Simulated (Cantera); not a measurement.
# Hydrogen reduction and annealing atmospheres: TiO₂ + H₂

Feed: 1 mol TiO₂, 51 mol H₂, held at 6150 Torr.

These are equilibrium values from Cantera (NASA tables, ideal gas, pure condensed phases), not measurements of a reactor. Candidate condensed phases: H₂O, Ti, TiO, TiO₂, Ti₂O₃, Ti₃O₅, Ti₄O₇; 12 gas species. Mutual solubility and eutectic melting of coexisting phases are not modelled. Condensed phases not in the tables: Magnéli phases beyond Ti₄O₇. Gases not in the tables: TiO(OH)₂. Equilibrium is a limit: real reactors are often held back by kinetics, nucleation or transport.

From 1173 K to 1323 K the condensed part is TiO₂(rutile) + Ti₄O₇(s). From 1398 K to 1473 K the condensed part is Ti₄O₇(s). At 1548 K the condensed part is Ti₃O₅(s) + Ti₄O₇(s). From 1623 K to 1998 K the condensed part is Ti₃O₅(s). From 2073 K to 2148 K the condensed part is Ti₃O₅(l).

| T (K) | x H₂ | x H₂O | x H | x OH | x TiO | x TiO₂ | x Ti | n TiO₂(rutile) | n Ti₄O₇(s) | n Ti₃O₅(s) | n Ti₃O₅(l) |
|---|---|---|---|---|---|---|---|---|---|---|---|
| 1173 | 0.999 | 0.000780 | 4.12e-8 | <1e-12 | <1e-12 | <1e-12 | <1e-12 | 0.841 | 0.0398 | 0 | 0 |
| 1248 | 0.998 | 0.00178 | 1.63e-7 | 2.97e-12 | <1e-12 | <1e-12 | <1e-12 | 0.637 | 0.0907 | 0 | 0 |
| 1323 | 0.996 | 0.00371 | 5.53e-7 | 2.97e-11 | <1e-12 | <1e-12 | <1e-12 | 0.244 | 0.189 | 0 | 0 |
| 1398 | 0.995 | 0.00490 | 1.65e-6 | 1.60e-10 | <1e-12 | <1e-12 | <1e-12 | 0 | 0.250 | 0 | 0 |
| 1473 | 0.995 | 0.00490 | 4.41e-6 | 5.65e-10 | <1e-12 | <1e-12 | <1e-12 | 0 | 0.250 | 0 | 0 |
| 1548 | 0.994 | 0.00636 | 1.07e-5 | 2.29e-9 | <1e-12 | <1e-12 | <1e-12 | 0 | 0.0269 | 0.298 | 0 |
| 1623 | 0.993 | 0.00654 | 2.41e-5 | 6.63e-9 | 1.44e-12 | 3.19e-12 | <1e-12 | 0 | 0 | 0.333 | 0 |
| 1698 | 0.993 | 0.00654 | 5.03e-5 | 1.70e-8 | 1.31e-11 | 2.03e-11 | <1e-12 | 0 | 0 | 0.333 | 0 |
| 1773 | 0.993 | 0.00654 | 9.90e-5 | 4.04e-8 | 9.78e-11 | 1.10e-10 | <1e-12 | 0 | 0 | 0.333 | 0 |
| 1848 | 0.993 | 0.00654 | 0.000185 | 8.93e-8 | 6.17e-10 | 5.14e-10 | <1e-12 | 0 | 0 | 0.333 | 0 |
| 1923 | 0.993 | 0.00653 | 0.000328 | 1.86e-7 | 3.35e-9 | 2.12e-9 | 7.08e-12 | 0 | 0 | 0.333 | 0 |
| 1998 | 0.993 | 0.00653 | 0.000558 | 3.65e-7 | 1.59e-8 | 7.81e-9 | 5.04e-11 | 0 | 0 | 0.333 | 0 |
| 2073 | 0.993 | 0.00653 | 0.000915 | 6.85e-7 | 6.48e-8 | 2.51e-8 | 2.98e-10 | 0 | 0 | 0 | 0.333 |
| 2148 | 0.992 | 0.00653 | 0.00145 | 1.23e-6 | 2.19e-7 | 6.82e-8 | 1.43e-9 | 0 | 0 | 0 | 0.333 |
x: gas mole fraction; n: condensed amount in mol.
